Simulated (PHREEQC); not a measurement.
A solution holds 0.014 mol Cu(BF4)2, 0.05 mol H2SO4 and 0.049 mol NaCl per kg of water, at 25 °C. Closed to the air; pH follows from the charge balance.

Equilibrium calculation in PHREEQC: ion-association model, wateq4f.dat.

### Question
The ionic strength comes out as 0.160 mol/kgw. What activity coefficients do BF3OH-, H+, HSO4-, Cl-, CuCl+ get?

### Answer
BF3OH- 0.70, H+ 0.81, HSO4- 0.74, Cl- 0.73, CuCl+ 0.73.

Precipitation was switched off in this run. Real BF4- forms and hydrolyses slowly; the run takes it at equilibrium.
